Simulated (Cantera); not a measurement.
Input: 1 mol Al, 1 mol NH₃, 4 mol H₂, held at 1175 K and 500 Pa.

These are equilibrium values from Cantera (NASA tables, ideal gas, pure condensed phases), not measurements of a reactor. Candidate condensed phases: Al, AlN; 13 gas species. The numbers say what is thermodynamically allowed, not how fast it happens.

Base state: H₂ 1.000 (mole fractions); condensed: AlN(s).

### Question
What changes in the equilibrium state with this change: NH₃ from 1 to 8.6 mol?

### Answer
```
species       before  after
-----------  -------  -----
H₂             1.000  0.816
N₂           1.95e-9  0.184
AlN(s), mol     1.00   1.00
```
